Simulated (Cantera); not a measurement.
A Cantera script and what it prints.

```python
import numpy as np
import cantera as ct

gas_names = """
    H HO2 H2 H2O H2O2 O OH O2 O3 Si SiH SiH2 SiH3 SiH4 SiO SiO2 Si2 Si3
""".split()
cond_names = """
    H2O(s) H2O(L) Si(cr) Si(L) SiO2(Lqz) SiO2(hqz) SiO2(L)
""".split()


# ... load() reads the species with a 1 bar reference pressure and builds the phases ...
atoms = {
    'SiH4': {'Si': 1, 'H': 4},
    'O2': {'O': 2},
    'H2': {'H': 2},
}
top_T = {}  # K; cautious upper limits of use, not melting points


# ... equilibrate(T, P, feed) seeds the gas with the atoms and calls Mixture.equilibrate('TP', solver="vcs", rtol=1e-11, max_steps=5000) ...
results = []
feed = {'SiH4': 1, 'O2': 14, 'H2': 1.8}  # mol
T = 648.15  # K
P = 2400  # Pa
mix = equilibrate(T, P, feed)
results.append((T, P, feed, dict(zip(mix.species_names, mix.species_moles))))
x = sorted(zip(gas.X, gas.species_names), reverse=True)
print(f"T = {T:g} K  P = {P:g} Pa  gas = {mix.phase_moles(0):.4g} mol")
print("   x: " + "  ".join(f"{s} {v:.3e}" for v, s in x if v > 0.001))
print("   condensed (mol): " + ("  ".join(f"{mix.phase(i).name} {mix.phase_moles(i):.4g}"
      for i in range(1, mix.n_phases) if mix.phase_moles(i) > 1e-12) or "none"))
```

Result:

```
T = 648.15 K  P = 2400 Pa  gas = 14.9 mol
   x: O2 7.450e-01  H2O 2.550e-01
   condensed (mol): SiO2(Lqz) 1
```

Equilibrium computed with Cantera from the NASA thermochemical tables; the gas is ideal and each condensed phase is pure.
